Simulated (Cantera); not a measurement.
Charge: 1 mol Si, 6.7 mol F2, held at 1373.15 K and 3.40 Pa.

Method: chemical equilibrium by Gibbs-energy minimisation in Cantera with the NASA 1993 tables (ideal gas, pure condensed phases). Candidate condensed phases: Si; 9 gas species. Kinetics and transport are ignored.

Base state: F 0.904, SiF4 0.0962, F2 1.29e-5 (mole fractions); condensed: gas only.

What changes in the equilibrium state with this change: 0.0056 mol NH3 added?


| species | before | after |
|---|---|---|
| F | 0.904 | 0.902 |
| SiF4 | 0.0962 | 0.0961 |
| HF | 0 | 0.00161 |
| N2 | 0 | 0.000269 |
| F2 | 1.29e-5 | 1.28e-5 |
Further candidate phases: Si3N4.
